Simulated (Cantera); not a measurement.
Input: 1 mol B2O3, 11 mol H2, held at 1925 K and 0.00600 bar.

Equilibrium computed with Cantera from the NASA thermochemical tables; the gas is ideal and each condensed phase is pure. Candidate condensed phases: B, B2O3, B3O3H3, H2O; 23 gas species. The numbers say what is thermodynamically allowed, not how fast it happens.

Base state: H2 0.860, HBO2 0.0416, B2O3 0.0365, HBO 0.0347, H 0.0114, BO 0.00720, H2O 0.00437, B2O2 0.00427 (mole fractions); condensed: gas only.

### Question
What changes in the equilibrium state with this change: 0.058 mol HF added?

### Answer
```csv
species,before,after
H2,0.860,0.858
HBO2,0.0416,0.0423
B2O3,0.0365,0.0351
BOF,0,0.00456
HBO,0.0347,0.0327
H,0.0114,0.0114
HF,0,0.000201
B2O2,0.00427,0.00382
H2O,0.00437,0.00470
BO,0.00720,0.00681
```

### Question
What changes in the equilibrium state with this change: H2 from 11 to 190 mol?

### Answer
```csv
species,before,after
H2,0.860,0.976
H,0.0114,0.0122
HBO,0.0347,0.00561
HBO2,0.0416,0.00279
B2O3,0.0365,0.000350
B2O2,0.00427,9.89e-5
BO2,5.79e-5,3.64e-6
BO,0.00720,0.00110
```

### Question
What changes in the equilibrium state with this change: temperature from 1925 K to 1250 K?

### Answer
```tsv
species	before	after
H2	0.860	1.000
HBO	0.0347	0.000249
HBO2	0.0416	0.000153
B2O3	0.0365	7.35e-6
H	0.0114	6.24e-6
BO	0.00720	6.16e-8
BO2	5.79e-5	<1e-9
B2O2	0.00427	1.05e-6
H2O	0.00437	5.17e-5
B2O3(l), mol	0	0.998
```
